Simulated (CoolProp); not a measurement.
The fluid at 431.34 K and 1.46 MPa flows at 2 m/s in a round tube of 20 mm bore and 15 µm roughness, fully developed (64/Re and Nu = 3.66 if laminar; Colebrook and Gnielinski if turbulent). The same conditions are run with several fluids, on thermodynamics alone (safety and materials aside).

The numbers come from the reference Helmholtz-energy equation of state of each fluid (C3F8 (R218): Lemmon 2006; R143a: Lemmon and Jacobsen 2000; CF4 (R14): Platzer 1990; R124: de Vries 1995; isobutane: Bücker 2006) in CoolProp. The equations of Platzer and Polt are older, rougher fits.

| fluid | Reynolds number | Darcy friction factor | pressure drop (Pa/m) | heat-transfer coefficient (W/(m² K)) | mass flow (kg/h) |
|---|---|---|---|---|---|
| C3F8 (R218) | [?] | 0.0202 | 168 | 473 | [?] |
| R143a | [?] | [?] | 79.1 | 284 | 82.9 |
| CF4 (R14) | 60700 | 0.0227 | 81.8 | 196 | 81.6 |
| R124 | [?] | 0.0207 | 129 | 358 | [?] |
| isobutane | 97600 | [?] | 57.6 | 385 | 61.0 |

**Question.** Some entries are withheld; supply them.

**Answer.** 
- C3F8 (R218), Reynolds number: 180000
- C3F8 (R218), mass flow (kg/h): 189
- R143a, Reynolds number: 89300
- R143a, Darcy friction factor: 0.0216
- R124, Reynolds number: 132000
- R124, mass flow (kg/h): 141
- isobutane, Darcy friction factor: 0.0214

Transport values come from each fluid's own correlations; those of C3F8 (R218), R143a, CF4 (R14), R124 are estimates that may be off by 10 % or more.
